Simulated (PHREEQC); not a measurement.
Solution (30 °C): 0.27 mol/kgw NaH2PO4, 0.00048 mol/kgw H2SO4 and 7.8e-05 mol/kgw NiSO4. Closed to the air; pH follows from the charge balance.

Model: ion-association model, wateq4f.dat, run in PHREEQC.

Problem. The ionic strength comes out as 0.271 mol/kgw. What activity coefficients do NaHPO4-, H+, HPO4-2, H2PO4-, SO4-2 get?

Solution. NaHPO4- 0.73, H+ 0.79, HPO4-2 0.26, H2PO4- 0.73, SO4-2 0.26.

This is a speciation only: nothing precipitates in the calculation. H3PO4, which wateq4f.dat lacks, is added to it with the constant of phreeqc.dat. The database has no phosphate complexes of Ni.
